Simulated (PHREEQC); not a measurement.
# Sulfide liquor (model solution)

Consider water at 25 °C with 0.27 mol NH4HS, 0.0008 mol NaCl and 0.2 mol MnCl2 per kg of water. Closed to the air; pH follows from the charge balance.

All values are PHREEQC results (ion-association model, wateq4f.dat), not measurements.

Each row changes one thing in this solution. This is a speciation only: nothing precipitates in the calculation.

| case | pH | ionic strength (mol/kgw) | Cl- (mol/kgw) | NH4+ (mol/kgw) | NH3 (mol/kgw) | SI of Halite (NaCl) |
|---|---|---|---|---|---|---|
| as made | 8.00 | 0.761 | 0.350 | 0.259 | 0.0112 | -5.50 |
| MnCl2 from 0.2 to 0.3 mol/kgw | 7.97 | 0.973 | … | 0.259 | 0.0110 | -5.34 |
| MnCl2 left out | 8.06 | 0.258 | … | 0.258 | 0.0125 | -8.07 |
| 0.069 mol/kgw LiCl added | 8.00 | 0.818 | 0.413 | 0.259 | 0.0111 | -5.43 |
| NH4HS replaced by (NH4)2SO4 at the same molality | 5.16 | 0.895 | 0.365 | 0.429 | … | -5.52 |

**Question.** Some entries are withheld; supply them.

**Answer.** 
- MnCl2 from 0.2 to 0.3 mol/kgw, Cl- (mol/kgw): 0.503
- MnCl2 left out, Cl- (mol/kgw): 0.000800
- NH4HS replaced by (NH4)2SO4 at the same molality, NH3 (mol/kgw): 2.72e-5

The ionic strength passes 0.7 mol/kgw, the rough limit of the ion-association models, in as made; MnCl2 from 0.2 to 0.3 mol/kgw; 0.069 mol/kgw LiCl added; NH4HS replaced by (NH4)2SO4 at the same molality. Some of these states are supersaturated (in MnS(Green), for instance). The polysulfide entries of wateq4f.dat were taken out for this run.
